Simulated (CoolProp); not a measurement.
Computed with CoolProp (reference Helmholtz-energy equation of state, Thol 2016).

Problem. For hexamethyldisiloxane (MM), give the phase and the cv (kJ/(kg K)), speed of sound (m/s) at 29.45 °C and 0.141 bar; 335.85 °C and 0.357 bar.

Solution. 
- 29.45 °C and 0.141 bar: liquid; cv 1.55, speed of sound 859
- 335.85 °C and 0.357 bar: gas; cv 2.20, speed of sound 178
